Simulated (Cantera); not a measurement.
A freely propagating, adiabatic, planar premixed flame of H₂ : O₂ : N₂ = 1 : 0.685 : 2.58 (molar parts), unburnt at 350 K and 0.610 bar; mixture-averaged transport, grid criteria slope 0.08 and curve 0.16, no radiation.

Cantera simulation using the H2/O2 subset of GRI-Mech 3.0, which has no nitrogen chemistry; the numbers are that mechanism's predictions, not measurements. Burning velocities carry a grid error of a few per cent, more on coarse grids.

How do the results move with these cheaper or finer settings: unity-Lewis-number transport; multicomponent transport; multicomponent+Soret transport; grid criteria slope 0.5, curve 1; grid criteria slope 0.25, curve 0.5; grid criteria slope 0.03, curve 0.06?


```json
[
 {"setting": "as above", "laminar burning velocity": "191 cm/s", "thermal thickness": "0.666 mm", "peak x(H)": "0.0258", "peak x(O)": "0.0104", "grid points": "112"},
 {"setting": "unity-Lewis-number transport", "laminar burning velocity": "154 cm/s", "thermal thickness": "0.528 mm", "peak x(H)": "0.0362", "peak x(O)": "0.0122", "grid points": "107"},
 {"setting": "multicomponent transport", "laminar burning velocity": "188 cm/s", "thermal thickness": "0.657 mm", "peak x(H)": "0.0257", "peak x(O)": "0.0104", "grid points": "112"},
 {"setting": "multicomponent+Soret transport", "laminar burning velocity": "170 cm/s", "thermal thickness": "0.649 mm", "peak x(H)": "0.0234", "peak x(O)": "0.00998", "grid points": "113"},
 {"setting": "grid criteria slope 0.5, curve 1", "laminar burning velocity": "214 cm/s", "thermal thickness": "0.791 mm", "peak x(H)": "0.0284", "peak x(O)": "0.0109", "grid points": "34"},
 {"setting": "grid criteria slope 0.25, curve 0.5", "laminar burning velocity": "201 cm/s", "thermal thickness": "0.703 mm", "peak x(H)": "0.0266", "peak x(O)": "0.0107", "grid points": "51"},
 {"setting": "grid criteria slope 0.03, curve 0.06", "laminar burning velocity": "191 cm/s", "thermal thickness": "0.657 mm", "peak x(H)": "0.0258", "peak x(O)": "0.0104", "grid points": "259"}
]
```
Unity Lewis numbers drop preferential diffusion, which matters most where H2 and H carry the flame; Soret adds thermal diffusion.
